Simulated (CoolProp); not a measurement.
Isohexane at 345.15 K and 0.0529 MPa is compressed adiabatically to 0.0877 MPa with isentropic efficiency 0.7. Each further row changes one setting.

Values from CoolProp's reference Helmholtz-energy equation of state, Lemmon 2006. It is a short technical equation, of lower accuracy than the large ones.

| case | work (kJ/kg) | final temperature (K) | final density (kg/m³) |
|---|---|---|---|
| as stated | … | … | 2.62 |
| efficiency 1 | 16.6 | 354.7 | 2.65 |
| efficiency 0.65 | 25.5 | … | 2.61 |

### Question
Complete the blanks.

### Answer

- as stated, work (kJ/kg): 23.7
- as stated, final temperature (K): 358.3
- efficiency 0.65, final temperature (K): 359.2
